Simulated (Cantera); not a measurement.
# Equilibrium for halide evaporation, hydrolysis and transport: CaF₂ + O₂ + N₂

Input: 1 mol CaF₂, 0.15 mol O₂, 250 mol N₂, held at 1.00 bar.

Equilibrium computed with Cantera from the NASA thermochemical tables; the gas is ideal and each condensed phase is pure. Candidate condensed phases: Ca, CaF₂, CaO; 22 gas species. Equilibrium is a limit: real reactors are often held back by kinetics, nucleation or transport.

```tsv
T (K)	x N₂	x O₂	x CaF₂	x NO	x O	n CaF₂(s)	n CaF₂(l)
1123	0.999	0.000597	3.30e-11	6.26e-6	1.07e-10	1.00	0
1223	0.999	0.000593	1.29e-9	1.39e-5	9.84e-10	1.00	0
1323	0.999	0.000586	2.80e-8	2.73e-5	6.44e-9	1.000	0
1423	0.999	0.000575	3.84e-7	4.85e-5	3.23e-8	1.000	0
1523	0.999	0.000560	3.53e-6	7.95e-5	1.31e-7	0.999	0
1623	0.999	0.000539	2.39e-5	0.000122	4.41e-7	0.994	0
1723	0.999	0.000511	0.000121	0.000176	1.29e-6	0	0.970
1823	0.999	0.000477	0.000466	0.000241	3.30e-6	0	0.883
```
x: gas mole fraction; n: condensed amount in mol.

From 1123 K to 1623 K the condensed part is CaF₂(s). From 1723 K to 1823 K the condensed part is CaF₂(l).
